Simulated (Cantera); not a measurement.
**Moist CO burnout**

An isothermal, constant-pressure homogeneous reactor starts with CO : O2 : H2O : N2 = 0.0064 : 0.016 : 0.016 : 1 (molar parts), equivalence ratio 0.20, at 1275 K and 0.610 bar.

Detailed kinetics in Cantera: GRI-Mech 3.0 (53 species, 325 reactions).

| t (s) | x CO | x O2 | x H2O | x HO2 | x H | x O | x CO2 |
|---|---|---|---|---|---|---|---|
| 1.00e-5 | 0.00616 | 0.0154 | 0.0154 | 3.44e-12 | <1e-12 | 8.65e-11 | 8.78e-11 |
| 5.85e-5 | 0.00616 | 0.0154 | 0.0154 | 2.03e-11 | 1.26e-11 | 4.81e-10 | 5.32e-10 |
| 0.000342 | 0.00616 | 0.0154 | 0.0154 | 2.38e-10 | 5.74e-10 | 3.21e-9 | 5.36e-9 |
| 0.00200 | 0.00616 | 0.0154 | 0.0154 | 2.94e-7 | 6.69e-7 | 2.39e-6 | 5.50e-6 |
| 0.0117 | 0.000459 | 0.0126 | 0.0153 | 1.45e-6 | 3.57e-5 | 8.57e-5 | 0.00572 |
| 0.0684 | 1.05e-5 | 0.0124 | 0.0154 | 9.65e-8 | 1.61e-7 | 2.25e-6 | 0.00617 |
| 0.400 | 1.76e-7 | 0.0124 | 0.0155 | 5.09e-9 | 1.97e-9 | 1.24e-7 | 0.00618 |
| 2.34 | 9.69e-9 | 0.0124 | 0.0155 | 1.36e-9 | 1.50e-10 | 2.22e-8 | 0.00618 |
| 13.7 | 6.58e-9 | 0.0124 | 0.0155 | 1.22e-9 | 9.45e-11 | 1.60e-8 | 0.00618 |
| 80.0 | 6.58e-9 | 0.0124 | 0.0155 | 1.22e-9 | 9.45e-11 | 1.60e-8 | 0.00618 |
x: mole fraction; the columns are a selection and need not sum to one.

Equilibrium at this temperature and pressure: CO 6.59e-9, O2 0.0123, H2O 0.0155, HO2 1.22e-9, H 9.46e-11, O 1.60e-8, CO2 0.00618 (gas phase only).
